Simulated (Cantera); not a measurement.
Feed: 1 mol BCl₃, 9.8 mol O₂, 0.89 mol H₂, equilibrated at 1625 K and 0.133 bar.

Method: chemical equilibrium by Gibbs-energy minimisation in Cantera with the NASA 1993 tables (ideal gas, pure condensed phases). Candidate condensed phases: B, B₂O₃, B₃O₃H₃, H₂O; 33 gas species. The tables' values for BOCl are old estimates; treat these amounts as uncertain. Gases not in the tables: H₃BO₃. The numbers say what is thermodynamically allowed, not how fast it happens.

Base state: O₂ 0.759, HCl 0.131, Cl 0.0607, Cl₂ 0.0304, HBO₂ 0.0114, H₂O 0.00388, B₂O₃ 0.00171, BOCl 0.000515 (mole fractions); condensed: B₂O₃(l).

**Question.** What changes in the equilibrium state with this change: temperature from 1625 K to 873.15 K?

**Answer.** 
```tsv
species	before	after
O₂	0.759	0.788
HCl	0.131	0.0943
Cl₂	0.0304	0.0861
Cl	0.0607	3.57e-5
HBO₂	0.0114	5.96e-7
H₂O	0.00388	0.0317
(HBO₂)₃	3.04e-7	0.000118
B₂O₃	0.00171	<1e-9
BOCl	0.000515	<1e-9
BO₂	0.000346	<1e-9
B₂O₃(l), mol	0.407	0.498
```

**Question.** What changes in the equilibrium state with this change: H₂ from 0.89 to 0.62 mol?

**Answer.** 
```csv
species,before,after
O₂,0.759,0.775
HCl,0.131,0.0965
Cl,0.0607,0.0728
Cl₂,0.0304,0.0437
HBO₂,0.0114,0.00705
H₂O,0.00388,0.00148
OH,9.60e-5,5.95e-5
HOCl,1.46e-5,1.09e-5
"B₂O₃(l), mol",0.407,0.434
```

**Question.** What changes in the equilibrium state with this change: BCl₃ replaced by B₂H₆?

**Answer.** 
| species | before | after |
|---|---|---|
| O₂ | 0.759 | 0.587 |
| H₂O | 0.00388 | 0.308 |
| HBO₂ | 0.0114 | 0.102 |
| HCl | 0.131 | 0 |
| Cl | 0.0607 | 0 |
| Cl₂ | 0.0304 | 0 |
| BOCl | 0.000515 | 0 |
| ClO | 0.000409 | 0 |
| B₂O₃(l), mol | 0.407 | 0.426 |
The feed counts by its element totals alone.
